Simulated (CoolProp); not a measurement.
CH3F (R41) at 420 K and 1.57 MPa is throttled through a valve to 0.659 MPa with no heat exchange. Each further row changes one setting.

Model: reference Helmholtz-energy equation of state, Lemmon 2006, in CoolProp. It is a short technical equation, of lower accuracy than the large ones.

| case | temperature change (K) | final density (kg/m³) |
|---|---|---|
| as stated | -6.4 | 6.64 |
| outlet pressure 0.198 MPa | -9.7 | 1.99 |
| outlet pressure 0.857 MPa | -4.9 | 8.65 |
